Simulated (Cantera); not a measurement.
Input: 1 mol Si, 1.9 mol F2, 75 mol H2, 4.8 mol Cl2, equilibrated at 575 K and 10000 Pa.

These are equilibrium values from Cantera (NASA tables, ideal gas, pure condensed phases), not measurements of a reactor. Candidate condensed phases: Si; 37 gas species. Rates play no part.

Base state: H2 0.871, HCl 0.116, SiF4 0.0118, SiCl4 0.000620 (mole fractions); condensed: gas only.

Task: What changes in the equilibrium state with this change: temperature from 575 K to 1298.15 K?

Result: 
```csv
species,before,after
H2,0.871,0.870
HCl,0.116,0.117
SiF4,0.0118,0.0107
HF,1.29e-6,0.00145
SiF3,<1e-9,0.000312
SiCl2,<1e-9,0.000244
SiCl3,<1e-9,0.000109
```
The tables' values for SiF3, SiCl3 are old estimates; treat these amounts as uncertain.
